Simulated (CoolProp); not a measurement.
Values from CoolProp's reference Helmholtz-energy equation of state, Schmidt 1985. Above 300 K oxygen's equation is extrapolated.

Q: For oxygen, give the phase and the Joule-Thomson coefficient (K/MPa), viscosity (µPa s) at 226.4 K and 1.01 bar; 249 K and 1.01 bar.

A: 
- 226.4 K and 1.01 bar: gas; Joule-Thomson coefficient 4.45, viscosity 16.4
- 249 K and 1.01 bar: gas; Joule-Thomson coefficient 3.76, viscosity 17.7

Viscosity comes from a separate model (Lemmon 2004).
